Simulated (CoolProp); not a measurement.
Carbonyl sulfide along the isobar 903 kPa: density (kg/m³) from the reference equation and from simpler models built on Tc = 378.8 K, pc = 6369 kPa, ω = 0.098; each cubic takes its own stable root.

Model: reference Helmholtz-energy equation of state, Lemmon 2006, in CoolProp. It is a short technical equation, of lower accuracy than the large ones.

| T (K) | phase | reference |
|---|---|---|
| 260.3 | liquid | 1091 |
| 265.1 | liquid | 1079 |
| 269.9 | liquid | 1067 |
| 274.7 | liquid | 1055 |
| 279.5 | liquid | 1042 |
| 289 | gas | 25.73 |
| 293.8 | gas | 25.10 |
| 298.6 | gas | 24.52 |
| 303.4 | gas | 23.97 |
| 308.2 | gas | 23.46 |
| 313 | gas | 22.97 |
| 317.8 | gas | 22.50 |
| 322.6 | gas | 22.06 |

### Question
How far does each simpler model (van der Waals, Redlich-Kwong, Soave-Redlich-Kwong, Peng-Robinson) lie from the reference over these 13 states: mean and median of the absolute difference, and the worst?

### Answer
- van der Waals: mean 39.2 %, median 3.5 %, worst -97.5 % at 279.5 K and 903 kPa
- Redlich-Kwong: mean 3.0 %, median 0.8 %, worst -7.6 % at 279.5 K and 903 kPa
- Soave-Redlich-Kwong: mean 2.5 %, median 0.5 %, worst -6.5 % at 279.5 K and 903 kPa
- Peng-Robinson: mean 2.7 %, median 0.6 %, worst +6.7 % at 260.3 K and 903 kPa

At some of these states van der Waals gives the other phase, because its saturation line lies elsewhere.
